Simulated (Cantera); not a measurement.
Input: 1 mol SiH₂Cl₂, 4.1 mol N₂, held at 1000 Pa.

Method: chemical equilibrium by Gibbs-energy minimisation in Cantera with the NASA 1993 tables (ideal gas, pure condensed phases). Candidate condensed phases: NH₄Cl, Si, Si₃N₄; 28 gas species. Kinetics and transport are ignored.

Which condensed phases are stable at each of these points (T (°C)): 1350, 1400, 1450, 1500, 1550, 1600, 1650?


```json
[
 {"T (°C)": "1350", "condensed phases": "Si₃N₄(s)", "Si condensed (%)": "40.4"},
 {"T (°C)": "1400", "condensed phases": "Si₃N₄(s)", "Si condensed (%)": "33.7"},
 {"T (°C)": "1450", "condensed phases": "Si₃N₄(s)", "Si condensed (%)": "27.9"},
 {"T (°C)": "1500", "condensed phases": "Si₃N₄(s)", "Si condensed (%)": "22.9"},
 {"T (°C)": "1550", "condensed phases": "Si(l)", "Si condensed (%)": "22.2"},
 {"T (°C)": "1600", "condensed phases": "Si(l)", "Si condensed (%)": "22.4"},
 {"T (°C)": "1650", "condensed phases": "Si(l)", "Si condensed (%)": "22.3"}
]
```

From 1350 °C to 1500 °C the condensed part is Si₃N₄(s). From 1550 °C to 1650 °C the condensed part is Si(l).
